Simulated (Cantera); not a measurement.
A perfectly stirred reactor is fed with CH₄ : N₂ = 1 : 17 (molar parts), at 1.90 bar; it is held at 1650 K, and followed from long to short residence time.

Detailed kinetics in Cantera: GRI-Mech 3.0 (53 species, 325 reactions). GRI-Mech 3.0 stops at C3 and has no aromatics, soot or wall deposition, so with more carbon than oxygen in the feed, carbon stays in small species such as C2H2 where larger ones or solid carbon would form.

```
quantity                  before     after
----------------------  --------  --------
x(CH₄) at τ = 2.40 s     0.00551    0.0109
x(H) at τ = 2.40 s       1.67e-5   6.75e-6
x(HCN) at τ = 2.40 s     9.58e-7   1.20e-7
x(CH₂) at τ = 2.40 s     6.01e-9   2.25e-9
x(C₂H₄) at τ = 2.40 s   0.000239  0.000376
x(CH₄) at τ = 20.0 ms     0.0366    0.0475
x(H) at τ = 20.0 ms      7.01e-6   1.52e-6
x(HCN) at τ = 20.0 ms    3.83e-8   2.21e-9
x(CH₂) at τ = 20.0 ms    4.48e-8   1.44e-8
x(C₂H₄) at τ = 20.0 ms  0.000727  0.000877
```

### Question
Name the change that produced these shifts.
A) pressure from 1.90 bar to 0.400 bar
B) temperature 1650 to 1575 K
C) CH4 1 to 0.71 parts
D) temperature 1650 to 1698 K

### Answer
B, temperature 1650 to 1575 K
